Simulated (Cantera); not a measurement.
Cantera run, input and output.

```python
import numpy as np
import cantera as ct

gas = ct.Solution("gri30.yaml")
gas.TPX = 375, 660000, {'C3H8': 1, 'O2': 3.12, 'N2': 11.8, 'H2': 0.098}
inlet = ct.Reservoir(gas, clone=True)
gas.equilibrate("HP")  # start burning
reactor = ct.IdealGasConstPressureReactor(gas, energy="on", clone=False)
exhaust = ct.Reservoir(gas, clone=True)
tau = [0.17, 0.088, 0.044, 0.022, 0.011, 0.0056, 0.0028, 0.0014, 0.00071, 0.00036, 0.00018, 9e-05, 4.5e-05][0]
for a, b in ((inlet, reactor), (reactor, exhaust)):
    ct.MassFlowController(a, b, mdot=lambda t: reactor.mass / tau)
net = ct.ReactorNet([reactor])
show = ['C3H8', 'O2', 'H2O', 'CH3', 'HCO', 'C2H6']

rows = []
print(f"{'tau/s':>10s}{'T/K':>9s}" + "".join(f"{s:>11s}" for s in show))
for tau in [0.17, 0.088, 0.044, 0.022, 0.011, 0.0056, 0.0028, 0.0014, 0.00071, 0.00036, 0.00018, 9e-05, 4.5e-05]:
    net.initial_time = 0.0
    net.advance(30 * tau)
    before = gas.X
    net.advance(40 * tau)
    drift = np.max(np.abs(gas.X - before) / (gas.X + 1e-9))
    rows.append([gas.T, *gas[show].X, drift])
    print(f"{tau:10.3e}{gas.T:9.1f}" + "".join(f"{x:11.3e}" for x in gas[show].X))
```

Result:

```
     tau/s      T/K       C3H8         O2        H2O        CH3        HCO       C2H6
 1.700e-01   1949.9  2.785e-07  6.968e-05  1.335e-01  4.955e-05  4.889e-08  3.033e-07
 8.800e-02   1953.6  5.199e-07  1.267e-04  1.351e-01  7.536e-05  5.320e-08  6.580e-07
 4.400e-02   1957.5  9.971e-07  2.333e-04  1.372e-01  1.126e-04  6.092e-08  1.369e-06
 2.200e-02   1960.8  1.906e-06  4.204e-04  1.394e-01  1.625e-04  7.473e-08  2.665e-06
 1.100e-02   1962.2  3.644e-06  7.383e-04  1.417e-01  2.279e-04  9.998e-08  4.941e-06
 5.600e-03   1960.4  6.869e-06  1.244e-03  1.436e-01  3.094e-04  1.450e-07  8.733e-06
 2.800e-03   1954.0  1.326e-05  2.073e-03  1.451e-01  4.144e-04  2.304e-07  1.538e-05
 1.400e-03   1940.7  2.599e-05  3.404e-03  1.460e-01  5.441e-04  3.903e-07  2.708e-05
 7.100e-04   1917.3  5.210e-05  5.562e-03  1.461e-01  6.969e-04  6.874e-07  4.845e-05
 3.600e-04   1874.1  1.148e-04  9.490e-03  1.447e-01  8.689e-04  1.277e-06  9.504e-05
 1.800e-04   1762.1  3.896e-04  2.011e-02  1.373e-01  9.912e-04  2.849e-06  2.762e-04
 9.000e-05    375.0  6.243e-02  1.948e-01 -6.124e-15 -1.003e-22  7.767e-35 -8.968e-17
 4.500e-05    375.0  6.243e-02  1.948e-01 -2.350e-16 -3.850e-24 -4.941e-40 -3.441e-18
```

Detailed kinetics in Cantera: GRI-Mech 3.0 (53 species, 325 reactions). GRI-Mech 3.0 was tuned for natural gas; its chemistry of propane as a main component is partial and can be far from experiment.
